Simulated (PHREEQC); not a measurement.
Buffer

A solution holds 0.093 mol NaHSO4 and 0.00018 mol NH3 per kg of water, at 25 °C. Closed to the air; pH follows from the charge balance.

Computed with PHREEQC (ion-association model, phreeqc.dat).

Precipitation was switched off in this run.

Question: What pH does the model give?

Answer: pH 1.47.

Question: In which forms is N present?

Answer: NH4+ 88 %, NH4SO4- 12 % of the N.
